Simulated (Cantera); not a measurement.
Cantera run, input and output.

```python
import numpy as np
import cantera as ct

surf = ct.Interface("diamond.yaml", "diamond_100")
gas, bulk = surf.adjacent["gas"], surf.adjacent["diamond"]
k = surf.kinetics_species_index(bulk.species_names[0])
cover = ["c6HH", "c6H*", "c6*H", "c6**", "c6HM", "c6B"]

rows, drift = [], 0.0
print(f"{'P':>10s}{'um/h':>11s}" + "".join(f"{s:>11s}" for s in cover))
for v in [310, 640, 1300, 2600, 5300, 11000, 22000, 45000]:
    T, P, xH, xCH3 = 1325, v, 0.0031, 0.00056
    gas.TPX = T, P, {"H": xH, "CH3": xCH3, "CH4": 0.0066, "H2": 1 - xH - xCH3 - 0.0066}
    surf.TP = bulk.TP = T, P
    surf.coverages = "c6H*:0.1, c6HH:0.9"
    surf.advance_coverages(100.0)
    before = surf.coverages
    surf.advance_coverages(100.0)
    drift = max(drift, np.max(np.abs(surf.coverages - before) / (surf.coverages + 1e-9)))
    rate = surf.net_production_rates[k] * bulk.mean_molecular_weight / bulk.density * 3.6e9
    rows.append([rate, *surf[cover].coverages])
    print(f"{v:10.4g}{rate:11.4e}" + "".join(f"{x:11.3e}" for x in rows[-1][1:]))
```

It prints:

```
         P       um/h       c6HH       c6H*       c6*H       c6**       c6HM        c6B
       310 1.0751e-01  3.812e-01  5.110e-02  5.242e-01  4.221e-02  3.974e-05  2.917e-10
       640 3.1859e-01  3.813e-01  5.107e-02  5.239e-01  4.191e-02  8.883e-05  8.645e-10
      1300 8.3048e-01  3.813e-01  5.105e-02  5.236e-01  4.165e-02  1.916e-04  2.254e-09
      2600 1.9926e+00  3.812e-01  5.102e-02  5.232e-01  4.147e-02  3.964e-04  5.407e-09
      5300 4.8368e+00  3.809e-01  5.099e-02  5.227e-01  4.134e-02  8.155e-04  1.312e-08
   1.1e+04 1.2479e+01  3.804e-01  5.094e-02  5.218e-01  4.122e-02  1.661e-03  3.386e-08
   2.2e+04 3.2780e+01  3.795e-01  5.086e-02  5.201e-01  4.109e-02  3.152e-03  8.895e-08
   4.5e+04 9.4433e+01  3.779e-01  5.073e-02  5.173e-01  4.089e-02  5.774e-03  2.563e-07
```

Computed with Cantera and the Harris–Goodwin 1993 mechanism for the reconstructed diamond (100) surface.
